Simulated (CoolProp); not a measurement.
Cyclopentane at 293.15 K and 0.00684 MPa flows at 0.18 m/s in a round tube of 4.6 mm bore and 45 µm roughness, fully developed (64/Re and Nu = 3.66 if laminar; Colebrook and Gnielinski if turbulent). Each further row changes one setting.

Computed with CoolProp (reference Helmholtz-energy equation of state, Gedanitz 2015).

| case | Reynolds number | Darcy friction factor | pressure drop (Pa/m) | heat-transfer coefficient (W/(m² K)) | mass flow (kg/h) |
|---|---|---|---|---|---|
| as stated | 22.6 | 2.83 | 1.97 | 8.51 | 0.00213 |
| velocity 0.36 m/s | 45.2 | 1.42 | 3.94 | 8.51 | 0.00425 |
| diameter 9.2 mm | 45.2 | 1.42 | 0.492 | 4.25 | 0.00850 |

Viscosity comes from a separate model (Chung 1988), a generic estimate that can be far off for the liquid and wasn't checked against measurements. Thermal conductivity comes from a separate model (Vassiliou 2015).
